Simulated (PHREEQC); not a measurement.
0.37 g of hydrous ferric oxide (600 m²/g; 0.2 weak and 0.005 strong sites per Fe, Dzombak-Morel constants, diffuse double layer) in 1 kg of water with 0.001 mol/kgw of an inert sodium salt and 2.2e-05 mol/kgw NiCl2, at 25 °C; the pH is set by adding NaOH or the inert anion's acid. Oxygen alone is held at its pressure in air (log pO2 = -0.68). No CO2 enters from the air. Precipitation was switched off in this run.

Model: ion-association model, wateq4f.dat, run in PHREEQC.

| pH | Ni sorbed (%) | surface charge σ (C/m²) | surface potential ψ (mV) |
|---|---|---|---|
| 4 | 0.0 | 0.123 | 209 |
| 4.5 | 0.1 | 0.082 | 190 |
| 5.5 | 3.5 | 0.033 | 145 |
| 6 | 20.6 | 0.020 | 120 |
| 6.5 | 57.7 | 0.011 | 93 |
| 7.5 | 98.3 | 0.003 | 38 |
| 8 | 99.8 | 0.001 | 9 |
| 8.5 | 100.0 | -0.001 | -20 |
| 9.5 | 100.0 | -0.008 | -77 |
| 10 | 100.0 | -0.015 | -104 |
| 10.5 | 100.0 | -0.028 | -130 |
| 11.5 | 100.0 | -0.104 | -168 |
| 12 | 100.0 | -0.194 | -174 |
